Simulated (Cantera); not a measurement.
An isothermal, constant-pressure homogeneous reactor starts with NO : N2 = 1 : 7.4 (molar parts), at 1425 K and 1.00 bar. Integrator tolerance rtol = 1e-08.

Computed with Cantera and GRI-Mech 3.0 (53 species, 325 reactions).

What does this change do: temperature 1425 to 1775 K?


```
quantity                                           before                                    after
----------------  ---------------------------------------  ---------------------------------------
x(NO) at 10.0 s    0.118 (gas-phase equilibrium 0.000485)   0.0764 (gas-phase equilibrium 0.00221)
x(N2O) at 10.0 s  4.41e-6 (gas-phase equilibrium 3.33e-8)  2.48e-6 (gas-phase equilibrium 1.39e-7)
x(N2) at 10.0 s       0.881 (gas-phase equilibrium 0.940)      0.902 (gas-phase equilibrium 0.939)
x(O) at 10.0 s    4.40e-8 (gas-phase equilibrium 3.40e-7)  1.44e-5 (gas-phase equilibrium 2.33e-5)
x(NO2) at 10.0 s  5.33e-5 (gas-phase equilibrium 1.75e-6)  6.52e-5 (gas-phase equilibrium 3.07e-6)
x(O2) at 10.0 s   0.000439 (gas-phase equilibrium 0.0593)    0.0212 (gas-phase equilibrium 0.0584)
```

What does this change do: temperature 1425 to 1723 K?


```
quantity                                           before                                    after
----------------  ---------------------------------------  ---------------------------------------
x(NO) at 10.0 s    0.118 (gas-phase equilibrium 0.000485)   0.0912 (gas-phase equilibrium 0.00183)
x(N2O) at 10.0 s  4.41e-6 (gas-phase equilibrium 3.33e-8)  3.37e-6 (gas-phase equilibrium 1.16e-7)
x(N2) at 10.0 s       0.881 (gas-phase equilibrium 0.940)      0.895 (gas-phase equilibrium 0.940)
x(O) at 10.0 s    4.40e-8 (gas-phase equilibrium 3.40e-7)  6.99e-6 (gas-phase equilibrium 1.38e-5)
x(NO2) at 10.0 s  5.33e-5 (gas-phase equilibrium 1.75e-6)  7.13e-5 (gas-phase equilibrium 2.87e-6)
x(O2) at 10.0 s   0.000439 (gas-phase equilibrium 0.0593)    0.0139 (gas-phase equilibrium 0.0586)
```
